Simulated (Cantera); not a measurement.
A perfectly stirred reactor is fed with 82.0 % NH₃, 18.0 % N₂, at 0.286 atm; it is held at 2150 K, and followed from long to short residence time.

Model: the gas-phase N/H chemistry of the illustrative SiF4/NH3 mechanism in the Surface Chemkin manual (1991), integrated in Cantera. Walls and surfaces, which speed up NH3 decomposition in real reactors, are not modelled.

x: mole fraction; the columns are a selection and need not sum to one.

```csv
τ (s),x NH₃,x N,x N₂,x N₂H₂,x NH₂
9.3,0.00105,3.16e-6,0.323,___,2.62e-5
1.6,0.00746,3.25e-6,0.323,___,9.81e-5
0.27,0.0538,2.73e-6,0.315,___,0.000350
0.047,0.237,2.46e-6,0.282,___,0.000948
0.0081,0.575,1.71e-6,0.223,___,0.00178
0.0014,0.764,5.65e-7,0.189,___,0.00235
0.00024,0.810,8.59e-8,0.181,___,0.00218
```

**Question.** Complete the blanks.

**Answer.** 
- 9.3, x N₂H₂: 7.24e-9
- 1.6, x N₂H₂: 6.25e-8
- 0.27, x N₂H₂: 4.65e-7
- 0.047, x N₂H₂: 2.50e-6
- 0.0081, x N₂H₂: 7.88e-6
- 0.0014, x N₂H₂: 1.17e-5
- 0.00024, x N₂H₂: 8.63e-6
